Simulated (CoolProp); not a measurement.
A closed Brayton cycle with nitrogen: compressor inlet 315.15 K and 4.5 MPa, high pressure 11.1 MPa, turbine inlet 870 K, compressor efficiency 0.89, turbine efficiency 0.85, recuperator effectiveness 0.9 (on enthalpy, no pinch check). Each further row changes one setting.

Model: reference Helmholtz-energy equation of state, Span 2000, in CoolProp.

```json
[
 {"case": "as stated", "thermal efficiency (%)": "32.5", "net work (kJ/kg)": "70.7", "compressor to turbine work": "0.61", "compressor exit (K)": "420.9", "turbine exit (K)": "712.5"},
 {"case": "turbine inlet 820 K", "thermal efficiency (%)": "29.8", "net work (kJ/kg)": "60.2", "compressor to turbine work": "[?]", "compressor exit (K)": "420.9", "turbine exit (K)": "670.1"},
 {"case": "compressor inlet 325.15 K", "thermal efficiency (%)": "31.1", "net work (kJ/kg)": "67.0", "compressor to turbine work": "[?]", "compressor exit (K)": "434.1", "turbine exit (K)": "712.5"},
 {"case": "high pressure 9.43 MPa", "thermal efficiency (%)": "[?]", "net work (kJ/kg)": "[?]", "compressor to turbine work": "0.58", "compressor exit (K)": "399.7", "turbine exit (K)": "[?]"},
 {"case": "recuperator effectiveness 0.5", "thermal efficiency (%)": "20.5", "net work (kJ/kg)": "70.7", "compressor to turbine work": "0.61", "compressor exit (K)": "420.9", "turbine exit (K)": "712.5"}
]
```

Question: Complete the blanks.

Answer: 
- turbine inlet 820 K, compressor to turbine work: 0.65
- compressor inlet 325.15 K, compressor to turbine work: 0.63
- high pressure 9.43 MPa, thermal efficiency (%): 32.9
- high pressure 9.43 MPa, net work (kJ/kg): 63.3
- high pressure 9.43 MPa, turbine exit (K): 738.6
